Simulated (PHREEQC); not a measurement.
Consider water at 25 °C with 0.0036 mol/kgw CdCl2, 5.1e-05 mol/kgw HCl and 8.9e-05 mol/kgw NaCl. Closed to the air; pH follows from the charge balance.

Computed with PHREEQC (ion-association model, wateq4f.dat).

Problem. The ionic strength comes out as 0.00881 mol/kgw. What activity coefficients do Na+, H+, Cl-, CdCl+, Cd+2 get?

Solution. Na+ 0.91, H+ 0.92, Cl- 0.91, CdCl+ 0.91, Cd+2 0.68.

Precipitation was switched off in this run.
